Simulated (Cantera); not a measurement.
An isothermal, constant-pressure homogeneous reactor starts with 59.5 % CH4, 40.5 % CO2, at 1275 K and 750 Torr.

Detailed kinetics in Cantera: GRI-Mech 3.0 (53 species, 325 reactions).

**Question.** Predict: x(CH4) at 20.0 s; x(CO2) at 20.0 s; x(C2H6) at 20.0 s; x(CH3) at 20.0 s.

**Answer.** x(CH4) at 20.0 s: 0.512 (gas-phase equilibrium 0.102)
x(CO2) at 20.0 s: 0.373 (gas-phase equilibrium 2.50e-5)
x(C2H6) at 20.0 s: 0.000294 (gas-phase equilibrium 2.76e-5)
x(CH3) at 20.0 s: 8.56e-6 (gas-phase equilibrium 2.20e-6)
